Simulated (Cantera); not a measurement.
An isothermal, constant-pressure homogeneous reactor starts with CH4 : CO2 = 1 : 1.4 (molar parts), at 1423 K and 0.390 bar. Integrator tolerance rtol = 1e-08.

Computed with Cantera and GRI-Mech 3.0 (53 species, 325 reactions).

| quantity | before | after |
|---|---|---|
| x(CH4) at 9.00 s | 0.111 (gas-phase equilibrium 9.64e-7) | 0.0251 (gas-phase equilibrium 1.67e-10) |
| x(CO2) at 9.00 s | 0.250 (gas-phase equilibrium 0.0330) | 0.722 (gas-phase equilibrium 0.524) |
| x(HO2) at 9.00 s | <1e-12 (gas-phase equilibrium <1e-12) | <1e-12 (gas-phase equilibrium <1e-12) |
| x(H) at 9.00 s | 2.40e-6 (gas-phase equilibrium 6.74e-6) | 5.61e-7 (gas-phase equilibrium 2.00e-6) |
| x(H2) at 9.00 s | 0.128 (gas-phase equilibrium 0.397) | 0.0103 (gas-phase equilibrium 0.0348) |
| x(C2H) at 9.00 s | 2.14e-9 (gas-phase equilibrium <1e-12) | 2.01e-9 (gas-phase equilibrium <1e-12) |
| x(HCO) at 9.00 s | 5.43e-10 (gas-phase equilibrium 3.00e-9) | 3.35e-10 (gas-phase equilibrium 5.31e-10) |

Question: Which change was made?
A) CH4 1 to 0.16 parts
B) temperature 1423 to 1200 K
C) CH4 1 to 1.3 parts
D) pressure from 0.390 bar to 8.90 bar

Answer: A, CH4 1 to 0.16 parts
